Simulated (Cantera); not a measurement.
A freely propagating, adiabatic, planar premixed flame of CH4 : O2 : N2 = 1 : 1.54 : 5.78 (molar parts), equivalence ratio 1.3, unburnt at 475 K and 128 Torr; mixture-averaged transport, grid criteria slope 0.08 and curve 0.16, no radiation.

Model: GRI-Mech 3.0 (53 species, 325 reactions), integrated in Cantera. Burning velocities carry a grid error of a few per cent, more on coarse grids.

**Question.** Predict: laminar burning velocity; thermal thickness; peak x(CH3); peak x(H).

**Answer.** 
- laminar burning velocity: 95.1 cm/s
- thermal thickness: 1.88 mm
- peak x(CH3): 0.00516
- peak x(H): 0.0147
